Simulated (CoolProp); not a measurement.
Saturation properties of m-xylene (Tc = 343.7 °C, pc = 3.535 MPa, ω = 0.326).

The numbers come from the reference Helmholtz-energy equation of state, Zhou 2012 in CoolProp.

| T (°C) | p (MPa) | vapour Z | liquid viscosity (µPa s) | vapour viscosity (µPa s) |
|---|---|---|---|---|
| 143.75 | 0.1147 | 0.9528 | 212 | 8.95 |
| 150.05 | 0.1349 | 0.9472 | 203 | 9.09 |
| 156.35 | 0.1577 | 0.9411 | 194 | 9.22 |
| 162.65 | 0.1834 | 0.9346 | 186 | 9.36 |
| 168.85 | 0.2118 | 0.9277 | 179 | 9.50 |
| 175.15 | 0.2440 | 0.9202 | 171 | 9.63 |
| 181.45 | 0.2799 | 0.9122 | 164 | 9.78 |
| 187.75 | 0.3197 | 0.9037 | 158 | 9.92 |
| 193.95 | 0.3629 | 0.8948 | 151 | 10.1 |
| 200.25 | 0.4113 | 0.8852 | 145 | 10.2 |
| 206.55 | 0.4645 | 0.8751 | 139 | 10.4 |
| 212.85 | 0.5227 | 0.8643 | 133 | 10.5 |
| 219.05 | 0.5852 | 0.8530 | 128 | 10.7 |

It boils at 139.1 °C under 1 atm.

Viscosity comes from a separate model (Cao 2016).
